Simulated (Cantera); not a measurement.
# Ignition delay

Mixture: CH₄ : O₂ : N₂ : H₂O = 1 : 2.15 : 8.09 : 1.2 (molar parts), equivalence ratio 0.93, at 0.987 atm, adiabatic and at constant pressure. Ignition delay is the time to a rise of 400 K.

Model: GRI-Mech 3.0 (53 species, 325 reactions), integrated in Cantera.

```json
[
 {"T0 (K)": "1150", "delay (ms)": "111"},
 {"T0 (K)": "1200", "delay (ms)": "55.0"},
 {"T0 (K)": "1250", "delay (ms)": "28.0"},
 {"T0 (K)": "1300", "delay (ms)": "14.6"},
 {"T0 (K)": "1350", "delay (ms)": "7.84"},
 {"T0 (K)": "1400", "delay (ms)": "4.30"},
 {"T0 (K)": "1450", "delay (ms)": "2.43"},
 {"T0 (K)": "1500", "delay (ms)": "1.41"},
 {"T0 (K)": "1550", "delay (ms)": "0.847"},
 {"T0 (K)": "1600", "delay (ms)": "0.528"}
]
```

The apparent activation energy between 1500 and 1600 K is 200 kJ/mol.
